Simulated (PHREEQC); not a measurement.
Consider water at 25 °C with 0.0086 mol/kgw H3PO4 and 0.0041 mol/kgw Na2CO3. Closed to the air; pH follows from the charge balance.

Model: ion-association model, phreeqc.dat, run in PHREEQC.

**Question.** The ionic strength comes out as 0.00841 mol/kgw. What activity coefficients do H+, Na+, HCO3-, H2PO4-, HPO4-2 get?

**Answer.** H+ 0.92, Na+ 0.91, HCO3- 0.91, H2PO4- 0.91, HPO4-2 0.69.

Precipitation was switched off in this run.
